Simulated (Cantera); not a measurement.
A closed system holds: 1 mol Fe2O3, 3.2 mol Cl2, 0.6 mol N2, at 0.133 bar.

Method: chemical equilibrium by Gibbs-energy minimisation in Cantera with the NASA 1993 tables (ideal gas, pure condensed phases). Candidate condensed phases: Fe, FeCl2, FeCl3, FeO, Fe2O3, Fe3O4; 19 gas species. The numbers say what is thermodynamically allowed, not how fast it happens.

log p: log10 of the partial pressure in bar; n: condensed amount in mol.

```
T (°C)  log p Cl2  log p O2  log p FeCl2  log p FeCl3  log p N2  log p Cl  n Fe2O3(s)
------  ---------  --------  -----------  -----------  --------  --------  ----------
727         -0.99     -2.32        -4.16        -2.21     -1.68     -3.91       0.907
777         -1.02     -2.13        -3.69        -2.02     -1.69     -3.61       0.857
827         -1.06         …            …            …     -1.69         …           …
877         -1.10     -1.84        -2.89        -1.75     -1.70     -3.11       0.712
927         -1.16     -1.73        -2.56        -1.65     -1.70     -2.91       0.619
977         -1.24     -1.63        -2.27        -1.59     -1.72     -2.73       0.515
1027        -1.33     -1.55        -2.02        -1.56     -1.73     -2.57       0.400
1077        -1.44     -1.49        -1.80        -1.57     -1.75     -2.44       0.274
1127        -1.57     -1.44        -1.63        -1.61     -1.77     -2.33       0.141
1177        -1.72     -1.40        -1.49        -1.69     -1.80     -2.24     0.00406
1227        -1.72     -1.41        -1.45            …     -1.81         …           0
1277        -1.73     -1.42        -1.42        -1.89     -1.82     -1.96           0
1327        -1.76     -1.43        -1.41        -2.00     -1.83     -1.84           0
```

Task: Some entries are withheld; supply them.

Result: 
- 1227, log p FeCl3: -1.78
- 1227, log p Cl: -2.10
- 827, log p O2: -1.97
- 827, log p FeCl2: -3.27
- 827, log p FeCl3: -1.87
- 827, log p Cl: -3.35
- 827, n Fe2O3(s): 0.792
